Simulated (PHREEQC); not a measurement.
PHREEQC input (ion-association model, wateq4f.dat):

```
SOLUTION_MASTER_SPECIES
  An  An-  0  An  62.0  # stands for a non-complexing anion
SOLUTION_SPECIES
  An- = An-
    -log_k 0
    -gamma 3.0 0
PHASES
  Fix_H+
    H+ = H+
    -log_k 0
SOLUTION 1
  temp 25
  units mmol/kgw
  pH 7 charge
  Cl 0.00178
  Zn 0.00032
  Ca 0.00057
  Na 1
  An 1
END
SELECTED_OUTPUT 1
  -reset false
  -pH true
  -pe true
  -ionic_strength true
  -water true
  -totals Ca Cl Na Zn
  -molalities Hfo_wOH Hfo_wOH2+ Hfo_wO- Hfo_sOH Hfo_sOH2+ Hfo_sO- Hfo_sOZn+ Hfo_wOZn+ Hfo_sOHCa+2 Hfo_wOCa+
  -saturation_indices Portlandite Zn(OH)2-e Zn5(OH)8Cl2 Halite
USER_PUNCH 1
  -headings sigma psi
  10 PUNCH EDL("sigma", "Hfo"), EDL("psi", "Hfo")
PRINT
  -reset false
USE solution 1
SURFACE 1
  Hfo_wOH 4.94382e-05 600 0.022
  Hfo_sOH 1.23596e-06
EQUILIBRIUM_PHASES 1
  Fix_H+ -4 HAn 10
    -force_equality true
  O2(g) -0.68 10
END
# ... the last block is repeated for the other 16 points of pH, with NaOH or the acid as the point needs
```

Selected output (columns that matter, 9 of 17 rows; pH added in front):

```
pH	mu	Ca	Na	Zn	m_Hfo_wOH	m_Hfo_wOH2+	m_Hfo_wO-	m_Hfo_sOH	si_Portlandite	si_Zn(OH)2-e	si_Zn5(OH)8Cl2	si_Halite	sigma	psi
4	0.0011143	5.7e-07	0.001	3.1999e-07	3.117e-05	1.6955e-05	1.3128e-06	7.7926e-07	-21.108	-10.059	-50.826	-10.364	0.11721	0.21027
4.75	0.0010254	5.7e-07	0.001	3.1987e-07	3.5745e-05	1.1042e-05	2.6509e-06	8.9355e-07	-19.606	-8.5565	-44.813	-10.363	0.062875	0.18044
5.5	0.0010081	5.7e-07	0.001	3.1709e-07	3.7379e-05	8.1155e-06	3.944e-06	9.3236e-07	-18.106	-7.06	-38.83	-10.363	0.031276	0.14513
6.25	0.0010041	5.6999e-07	0.001	2.6008e-07	3.7833e-05	6.731e-06	4.8715e-06	9.0195e-07	-16.605	-5.6465	-33.263	-10.363	0.014355	0.10588
7	0.0010024	5.6975e-07	0.001	4.9935e-08	3.793e-05	6.0158e-06	5.4787e-06	7.5149e-07	-15.106	-4.8672	-30.866	-10.363	0.0059821	0.064462
7.75	0.0010028	5.6328e-07	0.001001	2.2279e-09	3.7936e-05	5.6876e-06	5.7968e-06	7.1302e-07	-13.611	-4.7504	-31.782	-10.362	0.0016035	0.02154
8.5	0.0010056	4.3796e-07	0.0010044	1.8721e-10	3.7904e-05	5.3632e-06	6.137e-06	6.2752e-07	-12.22	-4.6701	-32.881	-10.361	-0.0015899	-0.02134
9.25	0.0010207	8.7556e-08	0.0010209	1.4995e-10	3.7734e-05	4.8073e-06	6.7853e-06	4.169e-07	-11.42	-4.4596	-33.329	-10.354	-0.0058384	-0.063011
10	0.0011067	4.3675e-09	0.0011077	1.7694e-10	3.7476e-05	4.2559e-06	7.56e-06	3.7756e-07	-11.225	-4.3703	-34.383	-10.32	-0.014637	-0.10442
```
